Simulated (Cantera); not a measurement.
Feed: 1 mol PbO, 0.033 mol O2, 0.27 mol H2, at 84.0 mbar.

These are equilibrium values from Cantera (NASA tables, ideal gas, pure condensed phases), not measurements of a reactor. Candidate condensed phases: H2O, Pb, PbO, PbO2, Pb3O4; 12 gas species. Each liquid is taken as pure. Mutual solubility and eutectic melting of coexisting phases are not modelled. Gases not in the tables: (PbO)n polymers. The numbers say what is thermodynamically allowed, not how fast it happens.

Question: Which condensed phases are stable at each of these points (T (°C)): 802, 827, 852, 877, 902, 927, 952, 977, 1002?

Answer: 
```csv
T (°C),condensed phases,Pb condensed (%)
802,Pb(l) + PbO(yellow),100.0
827,Pb(l) + PbO(yellow),100.0
852,Pb(l) + PbO(yellow),99.9
877,Pb(l) + PbO(yellow),99.9
902,Pb(l) + PbO(l),99.8
927,Pb(l) + PbO(l),99.8
952,Pb(l) + PbO(l),99.7
977,Pb(l) + PbO(l),99.5
1002,Pb(l) + PbO(l),99.3
```

From 802 °C to 877 °C the condensed part is Pb(l) + PbO(yellow). From 902 °C to 1002 °C the condensed part is Pb(l) + PbO(l).
